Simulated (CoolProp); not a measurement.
Properties of R11 along the isotherm 226.85 °C.

Values from CoolProp's reference Helmholtz-energy equation of state, Jacobsen 1992.

```tsv
p (kPa)	phase	density (kg/m³)	cv (kJ/(kg K))	Joule-Thomson coefficient (K/MPa)	isothermal compressibility (1/MPa)	conductivity (mW/(m K))
2750	gas	113.5	0.6434	11.64	0.4710	18.2
5510	supercritical	377.7	0.7066	13.58	0.5051	28.5
8260	supercritical	793.8	0.6909	3.309	0.07668	39.8
11000	supercritical	902.2	0.6761	1.529	0.03025	44.5
13800	supercritical	963.4	0.6707	0.8904	0.01851	48.0
16500	supercritical	1005	0.6685	0.5675	0.01350	50.7
19300	supercritical	1039	0.6677	0.3576	0.01057	53.0
22000	supercritical	1067	0.6676	0.2178	0.008765	55.0
24800	supercritical	1091	0.6678	0.1108	0.007457	56.9
27500	supercritical	1112	0.6683	0.03129	0.006527	58.6
30300	supercritical	1131	0.6690	-0.03442	0.005784	60.2
33100	supercritical	1148	0.6697	-0.08792	0.005197	61.6
35800	supercritical	1164	0.6705	-0.1309	0.004736	63.0
38600	supercritical	1179	0.6713	-0.1687	0.004339	64.3
41300	supercritical	1192	0.6720	-0.2000	0.004015	65.5
44100	supercritical	1205	0.6729	-0.2282	0.003728	66.7
```

Thermal conductivity comes from a separate model (McLinden 2000), an estimate that may be off by 10 % or more.
